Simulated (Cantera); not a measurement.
An adiabatic, constant-pressure homogeneous reactor starts with 5.39 % CH4, 0.431 % C2H6, 19.8 % O2, 74.4 % N2, at 1375 K and 180 Torr.

Model: GRI-Mech 3.0 (53 species, 325 reactions), integrated in Cantera.

Question: Predict: time of steepest temperature rise; temperature at 0.700 s; equilibrium temperature; x(O2) at 0.700 s; x(H2) at 0.700 s.

Answer: 
```json
{
 "time_of_steepest_temperature_rise": "2.33 ms",
 "temperature at 0.700 s": "2417 K",
 "equilibrium_temperature": "2417 K",
 "x(O2) at 0.700 s": "0.0699 (gas-phase equilibrium 0.0699)",
 "x(H2) at 0.700 s": "0.00330 (gas-phase equilibrium 0.00330)"
}
```
